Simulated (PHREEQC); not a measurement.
A solution holds 22 mmol/kgw HF, 0.12 mmol/kgw Na2SO4 and 0.43 mmol/kgw KCl, at 20 °C. Closed to the air; pH follows from the charge balance.

Equilibrium calculation in PHREEQC: ion-association model, phreeqc.dat.

Each row changes one thing in this solution. Precipitation was switched off in this run.

```json
[
 {"case": "as made", "pH": "2.43", "ionic strength (mol/kgw)": "0.00474", "HF (mol/kgw)": "0.0178", "F- (mol/kgw)": "0.00375", "HF2- (mol/kgw)": "0.000245", "SO4-2 (mol/kgw)": "9.49e-5", "SI of Sylvite (KCl)": "-7.67"},
 {"case": "diluted 10-fold with water", "pH": "3.02", "ionic strength (mol/kgw)": "0.00106", "HF (mol/kgw)": "0.00122", "F- (mol/kgw)": "0.000974", "HF2- (mol/kgw)": "4.36e-6", "SO4-2 (mol/kgw)": "1.12e-5", "SI of Sylvite (KCl)": "-9.64"},
 {"case": "Na2SO4 replaced by CdSO4 at the same molality", "pH": "2.43", "ionic strength (mol/kgw)": "0.00484", "HF (mol/kgw)": "0.0177", "F- (mol/kgw)": "0.00375", "HF2- (mol/kgw)": "0.000245", "SO4-2 (mol/kgw)": "…", "SI of Sylvite (KCl)": "-7.68"},
 {"case": "temperature from 20 to 35 °C", "pH": "2.48", "ionic strength (mol/kgw)": "0.00428", "HF (mol/kgw)": "0.0182", "F- (mol/kgw)": "0.00330", "HF2- (mol/kgw)": "0.000246", "SO4-2 (mol/kgw)": "9.03e-5", "SI of Sylvite (KCl)": "…"},
 {"case": "diluted 2-fold with water", "pH": "2.60", "ionic strength (mol/kgw)": "0.00302", "HF (mol/kgw)": "0.00827", "F- (mol/kgw)": "0.00257", "HF2- (mol/kgw)": "7.82e-5", "SO4-2 (mol/kgw)": "…", "SI of Sylvite (KCl)": "-8.26"},
 {"case": "temperature from 20 to 90 °C", "pH": "2.71", "ionic strength (mol/kgw)": "0.00281", "HF (mol/kgw)": "0.0197", "F- (mol/kgw)": "0.00197", "HF2- (mol/kgw)": "…", "SO4-2 (mol/kgw)": "6.45e-5", "SI of Sylvite (KCl)": "-7.96"},
 {"case": "temperature from 20 to 70 °C", "pH": "2.62", "ionic strength (mol/kgw)": "0.00329", "HF (mol/kgw)": "0.0192", "F- (mol/kgw)": "0.00239", "HF2- (mol/kgw)": "0.000201", "SO4-2 (mol/kgw)": "7.53e-5", "SI of Sylvite (KCl)": "-7.89"},
 {"case": "KCl from 0.00043 to 0.000645 mol/kgw", "pH": "2.43", "ionic strength (mol/kgw)": "0.00496", "HF (mol/kgw)": "0.0177", "F- (mol/kgw)": "0.00376", "HF2- (mol/kgw)": "0.000246", "SO4-2 (mol/kgw)": "9.49e-5", "SI of Sylvite (KCl)": "-7.32"},
 {"case": "HF from 0.022 to 0.0198 mol/kgw", "pH": "2.46", "ionic strength (mol/kgw)": "0.00450", "HF (mol/kgw)": "0.0158", "F- (mol/kgw)": "0.00355", "HF2- (mol/kgw)": "0.000207", "SO4-2 (mol/kgw)": "9.60e-5", "SI of Sylvite (KCl)": "-7.67"}
]
```

**Question.** Some entries are withheld; supply them.

**Answer.** 
- Na2SO4 replaced by CdSO4 at the same molality, SO4-2 (mol/kgw): 9.37e-5
- temperature from 20 to 35 °C, SI of Sylvite (KCl): -7.74
- diluted 2-fold with water, SO4-2 (mol/kgw): 5.06e-5
- temperature from 20 to 90 °C, HF2- (mol/kgw): 0.000160

Species that the database lacks are ignored. Constants without temperature data keep their 25 °C values here.
